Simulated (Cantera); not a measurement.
A closed system holds: 1 mol CH2F2, 0.012 mol Si, equilibrated at 1125 K and 0.00990 bar.

Equilibrium computed with Cantera from the NASA thermochemical tables; the gas is ideal and each condensed phase is pure. Candidate condensed phases: C, C6H6, C7H8, C8H18, Si, SiC; 113 gas species. The numbers say what is thermodynamically allowed, not how fast it happens.

Task: What is the equilibrium state?

Result: 
```
Item                                  Value
--------------------------------  ---------
x(HF)                                 0.982
x(H2)                                0.0121
x(SiF4)                             0.00604
n(C(graphite))                     1.00 mol
gas amount                        1.988 mol
log10 activity of Si(s) (absent)     -19.70
```
